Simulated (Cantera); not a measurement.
# V2O5 + H2 (hydrogen reduction and annealing atmospheres)

Input: 1 mol V2O5, 1.6 mol H2, at 24.0 Pa.

These are equilibrium values from Cantera (NASA tables, ideal gas, pure condensed phases), not measurements of a reactor. Candidate condensed phases: H2O, V, VO, V2O3, V2O4, V2O5; 12 gas species. Mutual solubility and eutectic melting of coexisting phases are not modelled. Condensed phases not in the tables: the oxides between V2O3 and V2O5 other than VO2. Equilibrium is a limit: real reactors are often held back by kinetics, nucleation or transport.

From 1248 K to 1748 K the condensed part is V2O3(s) + V2O4(s). From 1798 K to 1848 K the condensed part is V2O3(s). The main V-bearing gas is VO2 throughout.

```csv
T (K),x H2O,x VO2,x O2,x H2,x OH,x H,x O,n V2O3(s),n V2O4(s)
1248,0.998,2.63e-7,1.29e-6,0.00188,7.08e-6,1.31e-6,4.88e-9,0.597,0.403
1298,0.998,1.42e-6,5.49e-6,0.00230,1.86e-5,3.32e-6,2.58e-8,0.596,0.404
1348,0.997,6.74e-6,2.10e-5,0.00277,4.55e-5,7.87e-6,1.21e-7,0.596,0.404
1398,0.996,2.84e-5,7.28e-5,0.00330,0.000104,1.76e-5,5.05e-7,0.595,0.405
1448,0.996,0.000108,0.000232,0.00389,0.000226,3.71e-5,1.92e-6,0.595,0.405
1498,0.994,0.000376,0.000683,0.00452,0.000465,7.46e-5,6.66e-6,0.595,0.404
1548,0.991,0.00120,0.00188,0.00520,0.000912,0.000143,2.13e-5,0.598,0.401
1598,0.984,0.00354,0.00484,0.00591,0.00171,0.000264,6.36e-5,0.607,0.390
1648,0.968,0.00976,0.0118,0.00661,0.00308,0.000467,0.000177,0.630,0.362
1698,0.934,0.0253,0.0273,0.00718,0.00529,0.000791,0.000466,0.685,0.294
1748,0.860,0.0618,0.0601,0.00740,0.00860,0.00127,0.00116,0.816,0.127
1798,0.780,0.124,0.0704,0.0100,0.0116,0.00228,0.00204,0.876,0
1848,0.710,0.206,0.0460,0.0178,0.0134,0.00456,0.00262,0.777,0
```
x: gas mole fraction; n: condensed amount in mol.
